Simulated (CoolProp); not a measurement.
Vapour pressure (MPa) of c-C4F8 (RC318): the reference equation beside estimates from Tc = 388.4 K, pc = 2.778 MPa, ω = 0.355. Clausius-Clapeyron is anchored at 291.4 K with a constant enthalpy of vaporisation of 21.44 kJ/mol.

The numbers come from the reference Helmholtz-energy equation of state, Platzer 1990 in CoolProp. This equation is an older, rougher fit; its heat capacities, sound speeds and derivatives of the liquid may be far off and weren't checked against measurements.

| T (K) | reference | Clausius-Clapeyron | van der Waals | Redlich-Kwong | Soave-Redlich-Kwong | Peng-Robinson |
|---|---|---|---|---|---|---|
| 277.8 | 0.1542 | 0.1624 | 0.6211 | 0.2907 | 0.1542 | 0.1536 |
| 284.6 | 0.1978 | 0.2027 | 0.7005 | 0.3533 | 0.1980 | 0.1967 |
| 291.4 | 0.2504 | 0.2504 | 0.7861 | 0.4250 | 0.2509 | 0.2487 |
| 298.2 | 0.3130 | 0.3064 | 0.8782 | 0.5063 | 0.3140 | 0.3107 |
| 305 | 0.3868 | 0.3715 | 0.9769 | 0.5980 | 0.3886 | 0.3840 |
| 311.8 | 0.4731 | 0.4468 | 1.082 | 0.7005 | 0.4759 | 0.4699 |
| 318.6 | 0.5730 | 0.5330 | 1.195 | 0.8145 | 0.5773 | 0.5697 |
| 325.4 | 0.6879 | 0.6313 | 1.314 | 0.9406 | 0.6942 | 0.6848 |
| 332.2 | 0.8193 | 0.7424 | 1.441 | 1.079 | 0.8279 | 0.8168 |
| 339 | 0.9685 | 0.8675 | 1.575 | 1.231 | 0.9799 | 0.9672 |
| 345.9 | 1.140 | 1.010 | 1.718 | 1.400 | 1.154 | 1.140 |

Absolute difference from the reference over all 11 rows, mean and median: Clausius-Clapeyron 6.0 and 5.6 %, van der Waals 147.4 and 128.7 %, Redlich-Kwong 51.1 and 48.1 %, Soave-Redlich-Kwong 0.6 and 0.6 %, Peng-Robinson 0.5 and 0.6 %.
